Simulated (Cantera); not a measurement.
Feed: 1 mol trisilylamine, 0.6 mol N2, 0.32 mol H2, held at 652 °C and 0.660 bar.

Equilibrium computed with Cantera from the NASA thermochemical tables; the gas is ideal and each condensed phase is pure. Candidate condensed phases: Si, Si3N4; 18 gas species. The feed counts by its element totals alone. Rates play no part.

Base state: H2 1.00 (mole fractions); condensed: Si(s) + Si3N4(s).

**Question.** What changes in the equilibrium state with this change: trisilylamine replaced by SiF4?

**Answer.** 
| species | before | after |
|---|---|---|
| SiF4 | 0 | 0.521 |
| N2 | <1e-9 | 0.312 |
| H2 | 1.00 | 0.166 |
| HF | 0 | 0.000223 |
| SiHF3 | 0 | 0.000222 |
| NH3 | <1e-9 | 2.49e-5 |
| Si(s), mol | 1.35 | 0 |
| Si3N4(s), mol | 0.550 | 0 |
